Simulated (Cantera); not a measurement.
A closed system holds: 1 mol HI, 2.2 mol O2, 7.7 mol N2, held at 2602 °C and 0.140 bar.

Method: chemical equilibrium by Gibbs-energy minimisation in Cantera with the NASA 1993 tables (ideal gas, pure condensed phases). Candidate condensed phases: H2O, I2; 27 gas species. Equilibrium is a limit: real reactors are often held back by kinetics, nucleation or transport.

### Question
What is the equilibrium state?

### Answer
| Quantity | Result |
|---|---|
| x(N2) | 0.639 |
| x(O2) | 0.119 |
| x(I) | 0.0845 |
| x(O) | 0.0667 |
| x(NO) | 0.0276 |
| x(OH) | 0.0238 |
| x(H) | 0.0177 |
| x(H2O) | 0.0176 |
| x(H2) | 0.00394 |
| gas amount | 11.79 mol |
| log10 activity of I2(l) (absent) | -8.52 |
